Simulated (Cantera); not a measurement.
Cantera run, input and output.

```python
import numpy as np
import cantera as ct

surf = ct.Interface("ptcombust.yaml", "Pt_surf")
gas = surf.adjacent["gas"]
gas.TPX = 1148, 350000, {'CH4': 0.0013, 'O2': 0.069, 'N2': 0.79}
surf.TP = 1148, 350000
reactor = ct.FlowReactor(gas, clone=False)
reactor.area = 0.0001  # m2
reactor.surface_area_to_volume_ratio = 710  # 1/m
reactor.mass_flow_rate = 0.87 * reactor.area * gas.density  # inlet velocity 0.87 m/s
reactor.energy_enabled = False
wall = ct.ReactorSurface(surf, reactor, clone=False)
net = ct.ReactorNet([reactor])
net.rtol, net.atol = 1e-8, 1e-16
show, cover = ['CH4', 'O2', 'H2O', 'CO2', 'CO'], ['PT(S)', 'H(S)', 'O(S)', 'OH(S)', 'CO(S)', 'C(S)']

rows = []
print(f"{'z/m':>9s}{'u/(m/s)':>9s}" + "".join(f"{s:>13s}" for s in show + cover))
for z in [0.00014, 0.0003, 0.00064, 0.0014, 0.003, 0.0064, 0.014]:
    net.advance(z)
    rows.append([reactor.speed, *gas[show].X, *surf[cover].coverages])
    print(f"{z:9.4g}{rows[-1][0]:9.3g}" + "".join(f"{x:13.4e}" for x in rows[-1][1:]))
```

Result:

```
      z/m  u/(m/s)          CH4           O2          H2O          CO2           CO        PT(S)         H(S)         O(S)        OH(S)        CO(S)         C(S)
  0.00014     0.87   1.4791e-03   8.0141e-02   6.3769e-05   3.0572e-05   1.2708e-06   2.9487e-01   1.8192e-07   7.0490e-01   2.3314e-04   3.1584e-06   3.8112e-08
   0.0003     0.87   1.4432e-03   8.0070e-02   1.3508e-04   6.6125e-05   1.2822e-06   2.9487e-01   2.4190e-07   7.0482e-01   3.1029e-04   3.0966e-06   3.7191e-08
  0.00064     0.87   1.3695e-03   7.9924e-02   2.8119e-04   1.3893e-04   1.2188e-06   2.9489e-01   3.3256e-07   7.0468e-01   4.2683e-04   2.9401e-06   3.5303e-08
   0.0014     0.87   1.2166e-03   7.9623e-02   5.8254e-04   2.8856e-04   1.0887e-06   2.9497e-01   4.6703e-07   7.0443e-01   5.9947e-04   2.6164e-06   3.1394e-08
    0.003     0.87   9.4481e-04   7.9091e-02   1.1149e-03   5.5161e-04   8.6606e-07   2.9516e-01   6.3931e-07   7.0401e-01   8.2003e-04   2.0430e-06   2.4432e-08
   0.0064     0.87   5.4534e-04   7.8313e-02   1.8936e-03   9.3437e-04   5.6880e-07   2.9549e-01   8.3027e-07   7.0344e-01   1.0633e-03   1.2069e-06   1.4150e-08
    0.014     0.87   1.5456e-04   7.7538e-02   2.6682e-03   1.3185e-03   2.6315e-07   2.9586e-01   9.8540e-07   7.0288e-01   1.2597e-03   3.7868e-07   4.0249e-09
```

Model: Deutschmann's 1995 Pt surface mechanism with GRI-Mech 3.0 gas chemistry, integrated in Cantera. Catalytic surfaces can have several steady states; this one follows from the mechanism file's or the stated starting coverage. Mass transfer to the wall is taken as infinitely fast.
